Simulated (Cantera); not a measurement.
## Premixed flame

A freely propagating, adiabatic, planar premixed flame of 6.93 % CH4, 19.6 % O2, 73.5 % N2, unburnt at 675 K and 0.140 bar; unity-Lewis-number transport, grid criteria slope 0.08 and curve 0.16, no radiation.

Computed with Cantera and GRI-Mech 3.0 (53 species, 325 reactions). Unity Lewis numbers drop preferential diffusion, which matters most where H2 and H carry the flame. Burning velocities carry a grid error of a few per cent, more on coarse grids.

```tsv
z (mm)	T (K)	u (m/s)	x CH4	x O2	x H2O	x C2H2	x OH	x CO
-6.79	675	1.36	0.0693	0.196	4.84e-5	<1e-8	<1e-8	1.78e-5
-4.53	678	1.36	0.0691	0.195	0.000332	4.09e-8	<1e-8	0.000122
-3.40	685	1.38	0.0686	0.195	0.00109	1.34e-7	1.10e-8	0.000400
-2.26	724	1.45	0.0660	0.191	0.00517	6.36e-7	2.42e-7	0.00190
-1.13	950	1.92	0.0499	0.167	0.0297	3.70e-6	1.96e-5	0.0110
-0.566	1243	2.54	0.0283	0.135	0.0634	8.33e-6	0.000379	0.0234
0	1564	3.24	0.00636	0.0945	0.101	1.10e-5	0.00335	0.0355
0.566	1680	3.49	0.000420	0.0740	0.116	1.26e-6	0.00724	0.0330
1.13	1707	3.54	1.61e-5	0.0681	0.116	3.08e-8	0.00851	0.0266
2.26	1739	3.60	4.54e-8	0.0645	0.115	<1e-8	0.00931	0.0195
4.53	1786	3.68	<1e-8	0.0624	0.116	<1e-8	0.00974	0.0153
9.06	1849	3.80	<1e-8	0.0612	0.120	<1e-8	0.00975	0.0133
18.1	1922	3.92	<1e-8	0.0599	0.124	<1e-8	0.00927	0.0110
```
x: mole fraction of selected species; z is measured from the peak of heat release.

```yaml
laminar_burning_velocity: 135 cm/s
thermal_thickness: 2.26 mm
peak x(C2H2): 1.21e-5
peak x(OH): 0.00981
peak x(CO): 0.0361
grid_points: 137
```
